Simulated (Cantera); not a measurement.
A closed system holds: 1 mol NH3, 0.0086 mol SO2, 0.86 mol O2, equilibrated at 930000 Pa.

Method: chemical equilibrium by Gibbs-energy minimisation in Cantera with the NASA 1993 tables (ideal gas, pure condensed phases). Candidate condensed phases: H2O, H2SO4, S; 35 gas species. Equilibrium is a limit: real reactors are often held back by kinetics, nucleation or transport. All values below are at 1550 °C.

Base state: H2O 0.707, N2 0.235, O2 0.0511, SO2 0.00403, NO 0.00121, OH 0.000846, H2 6.83e-5, SO3 2.70e-5 (mole fractions); condensed: gas only.

### Question
What changes in the equilibrium state with this change: O2 from 0.86 to 0.057 mol?

### Answer
| species | before | after |
|---|---|---|
| H2 | 6.83e-5 | 0.680 |
| N2 | 0.235 | 0.250 |
| H2O | 0.707 | 0.0656 |
| O2 | 0.0511 | <1e-9 |
| H2S | <1e-9 | 0.00421 |
| NO | 0.00121 | 1.16e-8 |
| SH | <1e-9 | 7.76e-5 |
| NH3 | <1e-9 | 7.26e-5 |
| SO2 | 0.00403 | 9.71e-8 |

### Question
What changes in the equilibrium state with this change: pressure from 930000 Pa to 350 Pa?

### Answer
```csv
species,before,after
H2O,0.707,0.699
N2,0.235,0.234
O2,0.0511,0.0512
OH,0.000846,0.00604
H2,6.83e-5,0.00347
H,1.17e-6,0.000432
O,1.12e-5,0.000577
```
